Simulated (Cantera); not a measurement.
A perfectly stirred reactor is fed with H₂ : O₂ : N₂ : NO = 1 : 0.515 : 5.1 : 0.02 (molar parts), at 2.40 bar; it is adiabatic with a 750 K inlet, and is followed from long to short residence time, starting on the burning branch (τ in s: 0.11, 0.041, 0.015, 0.0057, 0.0021, 0.0008, 0.0003, 0.00011, 4.1e-05).

Model: GRI-Mech 3.0 (53 species, 325 reactions), integrated in Cantera. The hydrogen kinetics of GRI-Mech 3.0 are dated; newer H2 mechanisms differ, most at raised pressure. The mechanism lacks 2 NO + O2 → 2 NO2 and HONO, so NO2 and the effect of NO are under-described below about 1400 K.

Q: What does this change do: inlet temperature 750 to 450 K?

A: 
```json
[
 {"quantity": "blow-out, bracketed by the residence times tried", "before": "burning at 41.0 µs, the shortest tried", "after": "burning at 0.110 ms, out at 41.0 µs"},
 {"quantity": "x(H₂) at τ = 0.110 s", "before": "0.00112", "after": "0.000788"},
 {"quantity": "x(O₂) at τ = 0.110 s", "before": "0.00302", "after": "0.00303"},
 {"quantity": "x(NO) at τ = 0.110 s", "before": "0.00280", "after": "0.00268"},
 {"quantity": "x(H₂O₂) at τ = 0.110 s", "before": "5.78e-8", "after": "1.13e-7"},
 {"quantity": "x(NO₂) at τ = 0.110 s", "before": "1.15e-6", "after": "2.05e-6"},
 {"quantity": "x(H₂) at τ = 2.10 ms", "before": "0.00684", "after": "0.00589"},
 {"quantity": "x(O₂) at τ = 2.10 ms", "before": "0.00555", "after": "0.00539"},
 {"quantity": "x(NO) at τ = 2.10 ms", "before": "0.00298", "after": "0.00292"},
 {"quantity": "x(H₂O₂) at τ = 2.10 ms", "before": "3.18e-7", "after": "7.30e-7"},
 {"quantity": "x(NO₂) at τ = 2.10 ms", "before": "7.20e-7", "after": "9.37e-7"}
]
```
